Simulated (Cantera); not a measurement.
Cantera run:

```python
import numpy as np
import cantera as ct

gas_names = [...]  # 113 gases of nasa_gas.yaml made of C, Cu, H, O
cond_names = """
    C(gr) C6H6(L) C7H8(L) C8H18(L),n-octa Cu(cr) Cu(L) CuO(s) CuO2H2(s) Cu2O(s) Cu2O(L) H2O(s) H2O(L)
""".split()


# ... load() reads the species with a 1 bar reference pressure and builds the phases ...
atoms = {
    'CuO': {'Cu': 1, 'O': 1},
    'CH4': {'C': 1, 'H': 4},
    'CO': {'C': 1, 'O': 1},
}
top_T = {'C(gr)': 4500, 'CuO(s)': 1390}  # K; cautious upper limits of use, not melting points


# ... equilibrate(T, P, feed) seeds the gas with the atoms and calls Mixture.equilibrate('TP', solver="vcs", rtol=1e-11, max_steps=5000) ...
results = []
feed = {'CuO': 1, 'CH4': 0.71, 'CO': 0.061}  # mol
for P in [10, 42, 180, 750, 3200, 13000, 56000, 240000, 1000000]:
    for T in [1423, 1523, 1623, 1723, 1823, 1923, 2023, 2123, 2223, 2323, 2423, 2523, 2623]:
        mix = equilibrate(T, P, feed)
        results.append((T, P, feed, dict(zip(mix.species_names, mix.species_moles))))

for T, P, feed, n in results:
    print(f"{T:7g} {P:10.4g}  " + (" + ".join(c for c in cond_names if n.get(c, 0) > 1e-12) or "gas only"))
```

Output:

```
   1423         10  Cu(L)
   1523         10  Cu(L)
   1623         10  gas only
   1723         10  gas only
   1823         10  gas only
   1923         10  gas only
   2023         10  gas only
   2123         10  gas only
   2223         10  gas only
   2323         10  gas only
   2423         10  gas only
   2523         10  gas only
   2623         10  gas only
   1423         42  Cu(L)
   1523         42  Cu(L)
   1623         42  Cu(L)
   1723         42  gas only
   1823         42  gas only
   1923         42  gas only
   2023         42  gas only
   2123         42  gas only
   2223         42  gas only
   2323         42  gas only
   2423         42  gas only
   2523         42  gas only
   2623         42  gas only
   1423        180  Cu(L)
   1523        180  Cu(L)
   1623        180  Cu(L)
   1723        180  Cu(L)
   1823        180  gas only
   1923        180  gas only
   2023        180  gas only
   2123        180  gas only
   2223        180  gas only
   2323        180  gas only
   2423        180  gas only
   2523        180  gas only
   2623        180  gas only
   1423        750  Cu(L)
   1523        750  Cu(L)
   1623        750  Cu(L)
   1723        750  Cu(L)
   1823        750  Cu(L)
   1923        750  Cu(L)
   2023        750  gas only
   2123        750  gas only
   2223        750  gas only
   2323        750  gas only
   2423        750  gas only
   2523        750  gas only
   2623        750  gas only
   1423       3200  Cu(L)
   1523       3200  Cu(L)
   1623       3200  Cu(L)
   1723       3200  Cu(L)
   1823       3200  Cu(L)
   1923       3200  Cu(L)
   2023       3200  Cu(L)
   2123       3200  gas only
   2223       3200  gas only
   2323       3200  gas only
   2423       3200  gas only
   2523       3200  gas only
   2623       3200  gas only
   1423    1.3e+04  Cu(L)
   1523    1.3e+04  Cu(L)
   1623    1.3e+04  Cu(L)
   1723    1.3e+04  Cu(L)
   1823    1.3e+04  Cu(L)
   1923    1.3e+04  Cu(L)
   2023    1.3e+04  Cu(L)
   2123    1.3e+04  Cu(L)
   2223    1.3e+04  Cu(L)
   2323    1.3e+04  gas only
   2423    1.3e+04  gas only
   2523    1.3e+04  gas only
   2623    1.3e+04  gas only
   1423    5.6e+04  Cu(L)
   1523    5.6e+04  Cu(L)
   1623    5.6e+04  Cu(L)
   1723    5.6e+04  Cu(L)
   1823    5.6e+04  Cu(L)
   1923    5.6e+04  Cu(L)
   2023    5.6e+04  Cu(L)
   2123    5.6e+04  Cu(L)
   2223    5.6e+04  Cu(L)
   2323    5.6e+04  Cu(L)
   2423    5.6e+04  Cu(L)
   2523    5.6e+04  gas only
   2623    5.6e+04  gas only
   1423    2.4e+05  Cu(L)
   1523    2.4e+05  Cu(L)
   1623    2.4e+05  Cu(L)
   1723    2.4e+05  Cu(L)
   1823    2.4e+05  Cu(L)
   1923    2.4e+05  Cu(L)
   2023    2.4e+05  Cu(L)
   2123    2.4e+05  Cu(L)
   2223    2.4e+05  Cu(L)
   2323    2.4e+05  Cu(L)
   2423    2.4e+05  Cu(L)
   2523    2.4e+05  Cu(L)
   2623    2.4e+05  Cu(L)
   1423      1e+06  Cu(L)
   1523      1e+06  Cu(L)
   1623      1e+06  Cu(L)
   1723      1e+06  Cu(L)
   1823      1e+06  Cu(L)
   1923      1e+06  Cu(L)
   2023      1e+06  Cu(L)
   2123      1e+06  Cu(L)
   2223      1e+06  Cu(L)
   2323      1e+06  Cu(L)
   2423      1e+06  Cu(L)
   2523      1e+06  Cu(L)
   2623      1e+06  Cu(L)
```

Method: chemical equilibrium by Gibbs-energy minimisation in Cantera with the NASA 1993 tables (ideal gas, pure condensed phases).
